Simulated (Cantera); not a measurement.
Feed: 1 mol Al(CH3)3, a varied amount of H2O, 480 mol H2, 3.3 mol N2, equilibrated at 1675 K and 0.00290 bar.

Cantera equilibrium calculation (NASA polynomials, part measured and part estimated; ideal gas, pure solids and liquids). Candidate condensed phases: Al, AlN, Al2O3, C, C6H6, C7H8, C8H18, H2O; 148 gas species. The feed counts by its element totals alone. Equilibrium is a limit: real reactors are often held back by kinetics, nucleation or transport.

Question: At 19 mol H2O, list the 4 most abundant gas species with their mole fractions, and the condensed phases.

Answer: H2 0.957, H2O 0.0284, N2 0.00647, CO 0.00583. Condensed: Al2O3(s).
